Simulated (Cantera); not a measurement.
What does this Cantera script print?

```python
import numpy as np
import cantera as ct

gas_names = """
    Fe FeO Fe(OH)2 H HO2 H2 H2O H2O2 O OH O2 O3
""".split()
cond_names = """
    Fe(a) Fe(c) Fe(d) Fe(L) FeO(s) FeO(L) Fe(OH)2(s) Fe(OH)3(s) Fe2O3(s) Fe3O4(s) H2O(s) H2O(L)
""".split()


def load(file, names, dense=False):
    # The tables refer to 1 bar. Condensed volumes are neglected.
    table = {s.name: s for s in ct.Species.list_from_file(file)}
    out = []
    for n in names:
        d = dict(table[n].input_data)
        d["thermo"] = dict(d["thermo"], **{"reference-pressure": 1e5})
        if dense:
            d["equation-of-state"] = {"model": "constant-volume", "density": "1e6 g/cm^3"}
        out.append(ct.Species.from_dict(d))
    return out


gas = ct.Solution(thermo="ideal-gas", species=load("nasa_gas.yaml", gas_names))
cond = {s.name: ct.Solution(thermo="fixed-stoichiometry", species=[s], name=s.name)
        for s in load("nasa_condensed.yaml", cond_names, dense=True)}
atoms = {
    'Fe3O4': {'Fe': 3, 'O': 4},
    'H2': {'H': 2},
}
top_T = {'Fe2O3(s)': 1830, 'Fe3O4(s)': 1870}  # K; cautious upper limits of use, not melting points


def equilibrate(T, P, feed):
    n = {}
    for name, mol in feed.items():
        for a, k in atoms[name].items():
            n[a] = n.get(a, 0.0) + k * mol
    gas.TPX = T, P, n
    mass = sum(n.values()) * gas.mean_molecular_weight
    gas.equilibrate("TP")
    valid = [c for c in cond.values() if c.min_temp <= T <= top_T.get(c.name, c.max_temp)]
    mix = ct.Mixture([(gas, mass / gas.mean_molecular_weight)] + [(c, 0.0) for c in valid])
    mix.T, mix.P = T, P
    mix.equilibrate("TP", solver="vcs", rtol=1e-11, max_steps=5000)
    return mix


results = []
T = 2175  # K
P = 101325  # Pa
for m in [0.66, 1.6, 3.9, 9.5, 23, 56, 140, 330, 810, 2000]:
    feed = {'Fe3O4': 1, 'H2': m}  # mol
    mix = equilibrate(T, P, feed)
    results.append((T, P, feed, dict(zip(mix.species_names, mix.species_moles))))
    x = sorted(zip(gas.X, gas.species_names), reverse=True)
    print(f"T = {T:g} K  P = {P:g} Pa  n(H2) = {m:g} mol  gas = {mix.phase_moles(0):.4g} mol")
    print("   x: " + "  ".join(f"{s} {v:.3e}" for v, s in x if v > 0.001))
    print("   condensed (mol): " + ("  ".join(f"{mix.phase(i).name} {mix.phase_moles(i):.4g}"
          for i in range(1, mix.n_phases) if mix.phase_moles(i) > 1e-12) or "none"))
```

Result:

```
T = 2175 K  P = 101325 Pa  n(H2) = 0.66 mol  gas = 0.8339 mol
   x: H2O 7.829e-01  O2 2.011e-01  OH 1.241e-02  H2 1.689e-03  O 1.026e-03
   condensed (mol): FeO(L) 2.999
T = 2175 K  P = 101325 Pa  n(H2) = 1.6 mol  gas = 1.604 mol
   x: H2O 6.229e-01  H2 3.723e-01  H 2.959e-03
   condensed (mol): FeO(L) 2.998
T = 2175 K  P = 101325 Pa  n(H2) = 3.9 mol  gas = 3.917 mol
   x: H2 6.714e-01  H2O 3.219e-01  H 3.974e-03  Fe 2.172e-03
   condensed (mol): Fe(L) 0.2544  FeO(L) 2.736
T = 2175 K  P = 101325 Pa  n(H2) = 9.5 mol  gas = 9.541 mol
   x: H2 6.714e-01  H2O 3.219e-01  H 3.974e-03  Fe 2.172e-03
   condensed (mol): Fe(L) 2.055  FeO(L) 0.921
T = 2175 K  P = 101325 Pa  n(H2) = 23 mol  gas = 23.1 mol
   x: H2 8.204e-01  H2O 1.729e-01  H 4.393e-03  Fe 2.172e-03
   condensed (mol): Fe(L) 2.948
T = 2175 K  P = 101325 Pa  n(H2) = 56 mol  gas = 56.25 mol
   x: H2 9.221e-01  H2O 7.103e-02  H 4.657e-03  Fe 2.172e-03
   condensed (mol): Fe(L) 2.877
T = 2175 K  P = 101325 Pa  n(H2) = 140 mol  gas = 140.6 mol
   x: H2 9.646e-01  H2O 2.842e-02  H 4.763e-03  Fe 2.172e-03
   condensed (mol): Fe(L) 2.694
T = 2175 K  P = 101325 Pa  n(H2) = 330 mol  gas = 331.5 mol
   x: H2 9.810e-01  H2O 1.206e-02  H 4.803e-03  Fe 2.172e-03
   condensed (mol): Fe(L) 2.28
T = 2175 K  P = 101325 Pa  n(H2) = 810 mol  gas = 813.7 mol
   x: H2 9.881e-01  H2O 4.912e-03  H 4.821e-03  Fe 2.172e-03
   condensed (mol): Fe(L) 1.232
T = 2175 K  P = 101325 Pa  n(H2) = 2000 mol  gas = 2008 mol
   x: H2 9.917e-01  H 4.829e-03  H2O 1.991e-03  Fe 1.494e-03
   condensed (mol): none
```

Cantera equilibrium calculation (NASA polynomials, part measured and part estimated; ideal gas, pure solids and liquids). Each liquid is taken as pure. Mutual solubility and eutectic melting of coexisting phases are not modelled. The tables' stoichiometric FeO is somewhat more stable than real wüstite, so its field is too wide. FeO: taken at fixed stoichiometry.
